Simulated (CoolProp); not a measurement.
Aqueous calcium chloride as a coolant, at -1 °C, 1 atm.

Values from CoolProp's Melinder's fits for secondary coolants.

| mass % | freezing point (°C) | Prandtl number | viscosity (mPa s) | cp (kJ/(kg K)) | density (kg/m³) |
|---|---|---|---|---|---|
| 4.8 | -2.3 | [?] | 2.04 | 3.885 | 1042 |
| 7 | -3.6 | 14.4 | 2.13 | 3.747 | 1061 |
| 9.2 | -5.2 | 14.7 | 2.25 | 3.614 | 1081 |
| 11.4 | -7.1 | 15.1 | 2.39 | 3.486 | 1102 |
| 13.6 | -9.4 | 15.6 | [?] | 3.364 | 1122 |
| 15.8 | -12.1 | 16.4 | 2.76 | 3.249 | [?] |
| 18 | -15.1 | 17.3 | 3.01 | 3.142 | 1165 |
| 20.2 | -18.6 | 18.5 | 3.31 | 3.044 | 1187 |
| 22.4 | -22.8 | 20.0 | 3.67 | 2.957 | 1210 |
| 24.6 | -28.0 | 21.9 | 4.11 | 2.879 | 1233 |

Complete the blanks.


- 4.8, Prandtl number: 14.2
- 13.6, viscosity (mPa s): 2.56
- 15.8, density (kg/m³): 1143
